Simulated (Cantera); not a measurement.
**Gas-phase reforming**

A perfectly stirred reactor is fed with CH4 : CO2 = 1 : 1.7 (molar parts), at 10.0 bar; it is held at 1925 K, and followed from long to short residence time.

Cantera simulation using GRI-Mech 3.0 (53 species, 325 reactions); the numbers are that mechanism's predictions, not measurements.

| τ (s) | x CH4 | x CO2 | x H2O | x C2H4 | x C2H6 | x H2 |
|---|---|---|---|---|---|---|
| 25 | 0.000209 | 0.0418 | 0.107 | 1.70e-7 | 1.24e-9 | 0.318 |
| 5.4 | 0.000835 | 0.0422 | 0.108 | 2.65e-6 | 1.97e-8 | 0.316 |
| 1.2 | 0.00265 | 0.0438 | 0.110 | 2.60e-5 | 2.00e-7 | 0.312 |
| 0.26 | 0.00671 | 0.0495 | 0.120 | 0.000154 | 1.33e-6 | 0.297 |
| 0.057 | 0.0139 | 0.0660 | 0.143 | 0.000525 | 6.23e-6 | 0.263 |
| 0.012 | 0.0257 | 0.105 | 0.182 | 0.00112 | 2.60e-5 | 0.206 |
| 0.0027 | 0.0463 | 0.181 | 0.204 | 0.00188 | 0.000102 | 0.155 |
| 0.00060 | 0.0965 | 0.318 | 0.159 | 0.00388 | 0.000396 | 0.139 |
| 0.00013 | 0.195 | 0.491 | 0.0571 | 0.00871 | 0.00126 | 0.127 |
x: mole fraction; the columns are a selection and need not sum to one.
